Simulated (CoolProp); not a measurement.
Vapour-liquid equilibrium of isohexane (1) + n-hexane (2) at 266.2 K; x and y are mole fractions of (1).

Computed with CoolProp (multi-fluid Helmholtz-energy mixture model, Lemmon 2006 and Thol 2019; pair parameters Bell 2016).

### Question
Give the bubble pressure and the first vapour's composition at x = 0.35, 0.65, 0.8. Is there an azeotrope?

### Answer
x = 0.35: 0.004911 MPa, y = 0.453; x = 0.65: 0.005544 MPa, y = 0.735; x = 0.8: 0.005841 MPa, y = 0.854. No azeotrope shows between x = 0.05 and 0.95.

Pair parameters are fitted to limited data, so mixtures are less certain than the pure fluids.
